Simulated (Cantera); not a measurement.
Charge: 1 mol HgO, 2.8 mol N2, at 648 K.

These are equilibrium values from Cantera (NASA tables, ideal gas, pure condensed phases), not measurements of a reactor. Candidate condensed phases: Hg, HgO; 10 gas species. Rates play no part.

Which condensed phases are stable at each of these points (P (Pa)): 10, 68, 460, 3200, 22000, 150000, 1000000?


| P (Pa) | condensed phases | Hg condensed (%) |
|---|---|---|
| 10 | gas only | 0.0 |
| 68 | gas only | 0.0 |
| 460 | gas only | 0.0 |
| 3200 | gas only | 0.0 |
| 22000 | gas only | 0.0 |
| 150000 | HgO(s) | 77.0 |
| 1000000 | HgO(s) | 96.9 |

From 10.0 Pa to 0.220 bar nothing is condensed. From 1.50 bar to 10.0 bar the condensed part is HgO(s).
